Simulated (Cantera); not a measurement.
## Ignition delay

Mixture: 8.43 % CH₄, 0.657 % CO, 18.7 % O₂, 70.2 % N₂, 2.02 % H₂O, equivalence ratio 0.92, at 82000 Pa, adiabatic and at constant pressure. Ignition delay is the time to a rise of 400 K.

Cantera simulation using GRI-Mech 3.0 (53 species, 325 reactions); the numbers are that mechanism's predictions, not measurements.

```
T0 (K)  delay (ms)
------  ----------
1225          39.8
1300          14.3
1375          5.54
1450          2.34
1525          1.08
1600         0.551
1675         0.305
1750         0.180
```

```json
{
 "apparent activation energy between 1600 and 1750 K": "170 kJ/mol"
}
```
